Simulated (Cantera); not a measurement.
Charge: 1 mol SiHCl3, 0.3 mol C3H8, 2.1 mol H2, at 6.45 Torr.

These are equilibrium values from Cantera (NASA tables, ideal gas, pure condensed phases), not measurements of a reactor. Candidate condensed phases: C, C6H6, C7H8, C8H18, Si, SiC; 109 gas species. The tables' values for SiCl3, SiCl are old estimates; treat these amounts as uncertain. Equilibrium is a limit: real reactors are often held back by kinetics, nucleation or transport.

Question: At 2023 K, list the 4 most abundant gas species with their mole fractions, and the condensed phases.

Answer: H2 0.482, HCl 0.437, SiCl2 0.0550, H 0.0142. Condensed: C(graphite) + SiC(s).
